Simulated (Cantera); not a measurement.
Premixed flame

A freely propagating, adiabatic, planar premixed flame of 2.79 % CH₄, 1.12 % C₂H₆, 2.43 % C₃H₈, 19.7 % O₂, 74.0 % N₂, equivalence ratio 1.1, unburnt at 425 K and 4.40 bar; mixture-averaged transport, grid criteria slope 0.08 and curve 0.16, no radiation.

Cantera simulation using GRI-Mech 3.0 (53 species, 325 reactions); the numbers are that mechanism's predictions, not measurements. GRI-Mech 3.0 was tuned for natural gas; its chemistry of propane as a main component is partial and can be far from experiment. Burning velocities carry a grid error of a few per cent, more on coarse grids.

| z (mm) | T (K) | u (m/s) | x CH₄ | x C₂H₆ | x C₃H₈ | x NO | x N₂O | x HCN |
|---|---|---|---|---|---|---|---|---|
| -0.299 | 425 | 0.534 | 0.0279 | 0.0112 | 0.0243 | <1e-8 | <1e-8 | <1e-8 |
| -0.199 | 428 | 0.538 | 0.0278 | 0.0111 | 0.0242 | <1e-8 | <1e-8 | <1e-8 |
| -0.150 | 438 | 0.552 | 0.0275 | 0.0111 | 0.0241 | 2.12e-8 | <1e-8 | 1.29e-8 |
| -0.0997 | 510 | 0.648 | 0.0263 | 0.0108 | 0.0238 | 2.14e-7 | <1e-8 | 1.38e-7 |
| -0.0499 | 956 | 1.25 | 0.0198 | 0.00795 | 0.0173 | 4.22e-6 | 3.09e-8 | 1.57e-6 |
| -0.0249 | 1401 | 1.87 | 0.0130 | 0.00382 | 0.00614 | 1.14e-5 | 7.75e-8 | 3.72e-6 |
| 0 | 1820 | 2.46 | 0.00429 | 0.000262 | 0.000131 | 2.23e-5 | 1.51e-7 | 7.13e-6 |
| 0.0249 | 2011 | 2.72 | 0.000419 | 8.84e-7 | 3.69e-8 | 3.74e-5 | 2.22e-7 | 7.13e-6 |
| 0.0499 | 2079 | 2.79 | 2.02e-5 | <1e-8 | <1e-8 | 4.84e-5 | 2.55e-7 | 3.38e-6 |
| 0.0997 | 2151 | 2.87 | 5.51e-8 | <1e-8 | <1e-8 | 5.84e-5 | 2.46e-7 | 5.54e-7 |
| 0.199 | 2222 | 2.95 | <1e-8 | <1e-8 | <1e-8 | 6.81e-5 | 2.13e-7 | 3.15e-8 |
| 0.399 | 2281 | 3.02 | <1e-8 | <1e-8 | <1e-8 | 7.92e-5 | 1.71e-7 | <1e-8 |
| 0.798 | 2317 | 3.06 | <1e-8 | <1e-8 | <1e-8 | 9.13e-5 | 1.27e-7 | <1e-8 |
x: mole fraction of selected species; z is measured from the peak of heat release.

```
Property                     Result
------------------------  ---------
laminar burning velocity  53.3 cm/s
thermal thickness         0.0997 mm
peak x(HCN)                 8.06e-6
grid points                     143
```
